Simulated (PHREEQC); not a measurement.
Make-up at 25 °C: 1.8e-05 mol Cu(NO3)2, 9.5e-07 mol HBF4 and 5.2e-05 mol FeCl3 per kg of water. Closed to the air; pH follows from the charge balance.

Equilibrium calculation in PHREEQC: ion-association model, phreeqc.dat.

No solid was allowed to form.

Question: What pH, ionic strength does the model give?

Answer: pH 4.03; ionic strength 0.000225 mol/kgw.

Question: In which forms is Fe present?

Answer: Fe(OH)2+ 76 %, FeOH+2 22 %, FeF+2 1.3 % of the Fe.

Saturation is exceeded, for instance for Fe(OH)3(a), Hematite (slow to form); the values hold only as long as no solid forms. Real BF4- forms and hydrolyses slowly; the run takes it at equilibrium. Fluoro complexes past AlF4- and FeF3 are missing from the database.
